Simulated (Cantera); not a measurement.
Charge: 1 mol Si3N4, 0.37 mol O2, 6.7 mol N2, at 1850 °C and 0.133 bar.

Method: chemical equilibrium by Gibbs-energy minimisation in Cantera with the NASA 1993 tables (ideal gas, pure condensed phases). Candidate condensed phases: Si, SiO2, Si2N2O, Si3N4; 16 gas species. The tables' values for SiN are old estimates; treat these amounts as uncertain. The numbers say what is thermodynamically allowed, not how fast it happens.

Base state: N2 0.920, SiO 0.0783, Si 0.00128, Si2N 0.000104, SiN 8.83e-5, Si2 1.75e-5 (mole fractions); condensed: Si(l).

Q: What changes in the equilibrium state with this change: O2 from 0.37 to 0.0032 mol?

A: 
| species | before | after |
|---|---|---|
| N2 | 0.920 | 0.998 |
| Si | 0.00128 | 0.00128 |
| SiO | 0.0783 | 0.000734 |
| Si2N | 0.000104 | 0.000108 |
| SiN | 8.83e-5 | 9.20e-5 |
| Si2 | 1.75e-5 | 1.75e-5 |
| Si(l), mol | 2.24 | 2.98 |
